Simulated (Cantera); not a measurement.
A perfectly stirred reactor is fed with 8.92 % CH3OH, 15.2 % O2, 57.2 % N2, 18.7 % H2O, at 1.00 bar; it is adiabatic with a 525 K inlet, and is followed from long to short residence time, starting on the burning branch (τ in s: 0.1, 0.055, 0.03, 0.016, 0.0085, 0.0046, 0.0025, 0.0013, 0.00071, 0.00038, 0.0002, 0.00011, 5.9e-05).

Model: GRI-Mech 3.0 (53 species, 325 reactions), integrated in Cantera. GRI-Mech 3.0 was tuned for natural gas; its chemistry of methanol as a main component is partial and can be far from experiment.

One state of this run: T (K) = 1908; x CH3OH = 1.08e-5; x O2 = 0.0205; x H2O = 0.341; x H = 0.000704; x NO = 1.86e-5; x CO = 0.00503; x CH2 = 3.80e-8. x: mole fraction; the columns are a selection and need not sum to one.

Question: Which value of τ (s) does it belong to?
A) 0.0085
B) 0.016
C) 5.9e-5
D) 0.10

Answer: A, 0.0085
